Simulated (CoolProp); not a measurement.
Properties of toluene along the isotherm 308.8 K (Tc = 591.7 K, pc = 4.126 MPa, ω = 0.266).

Values from CoolProp's reference Helmholtz-energy equation of state, Lemmon 2006. It is a short technical equation, of lower accuracy than the large ones.

```csv
p (MPa),phase,Z,isothermal compressibility (1/MPa)
0.688,liquid,0.02895,0.0009881
1.38,liquid,0.05803,___
2.06,liquid,0.08657,0.0009740
2.75,liquid,0.1155,0.0009670
3.44,liquid,___,___
4.13,liquid,0.1732,0.0009535
4.81,liquid,0.2016,___
5.5,liquid,0.2304,0.0009405
6.19,liquid,0.2591,0.0009341
6.88,liquid,0.2878,0.0009278
7.56,liquid,___,___
8.25,liquid,0.3447,0.0009156
8.94,liquid,0.3733,0.0009096
9.63,liquid,0.4018,___
10.3,liquid,___,0.0008980
```

**Question.** What belongs in the gaps?

**Answer.** 
- 1.38, isothermal compressibility (1/MPa): 0.0009809
- 3.44, Z: 0.1444
- 3.44, isothermal compressibility (1/MPa): 0.0009602
- 4.81, isothermal compressibility (1/MPa): 0.0009470
- 7.56, Z: 0.3161
- 7.56, isothermal compressibility (1/MPa): 0.0009217
- 9.63, isothermal compressibility (1/MPa): 0.0009037
- 10.3, Z: 0.4295
